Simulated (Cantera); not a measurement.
Cantera with NASA thermochemical tables; ideal gases at 1 bar, condensed phases pure. Values are per mole of reaction as written; species without (g) are pure solids or liquids, kept so even where they would boil at 1 bar.

2 NaOH(g) = 2 Na(g) + 2 O(g) + H₂(g)

```
T (K)  ΔH° (kJ)  ΔS° (J/K)  ΔG° (kJ)  log10 K
-----  --------  ---------  --------  -------
300      1108.5      303.4    1017.5  -177.15
2173     1116.1      316.3     428.8   -10.31
2223          …          …         …        …
2273     1116.0      316.2     397.2    -9.13
2323          …          …         …        …
2373     1116.0      316.2     365.6    -8.05
2423     1116.0      316.2     349.8    -7.54
```

Problem. What belongs in the gaps?

Solution. 
- 2223, ΔH° (kJ): 1116.0
- 2223, ΔS° (J/K): 316.2
- 2223, ΔG° (kJ): 413.0
- 2223, log10 K: -9.70
- 2323, ΔH° (kJ): 1116.0
- 2323, ΔS° (J/K): 316.2
- 2323, ΔG° (kJ): 381.4
- 2323, log10 K: -8.58
